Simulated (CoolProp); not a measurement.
CHF3 (R23) along the isobar 6.09 MPa: Z from the reference equation and from simpler models built on Tc = 26.1 °C, pc = 4.832 MPa, ω = 0.263; each cubic takes its own stable root.

Computed with CoolProp (reference Helmholtz-energy equation of state, Penoncello 2003).

| T (°C) | phase | reference |
|---|---|---|
| 16.95 | liquid | 0.1848 |
| 27.75 | supercritical | 0.2083 |
| 38.65 | supercritical | 0.3679 |
| 49.55 | supercritical | 0.5370 |
| 60.35 | supercritical | 0.6229 |
| 71.25 | supercritical | 0.6824 |
| 82.05 | supercritical | 0.7271 |
| 92.95 | supercritical | 0.7632 |
| 103.75 | supercritical | 0.7926 |
| 114.65 | supercritical | 0.8176 |
| 125.55 | supercritical | 0.8389 |
| 136.35 | supercritical | 0.8571 |
| 147.25 | supercritical | 0.8732 |
| 158.05 | supercritical | 0.8871 |
| 168.95 | supercritical | 0.8996 |
| 179.85 | supercritical | 0.9106 |

Task: How far does each simpler model (van der Waals, Redlich-Kwong, Soave-Redlich-Kwong) lie from the reference over these 16 states: mean and median of the absolute difference, and the worst?

Result: 
- van der Waals: mean 11.3 %, median 4.8 %, worst +61.7 % at 16.95 °C and 6.09 MPa
- Redlich-Kwong: mean 5.5 %, median 2.3 %, worst +29.3 % at 27.75 °C and 6.09 MPa
- Soave-Redlich-Kwong: mean 7.4 %, median 3.5 %, worst +30.2 % at 27.75 °C and 6.09 MPa
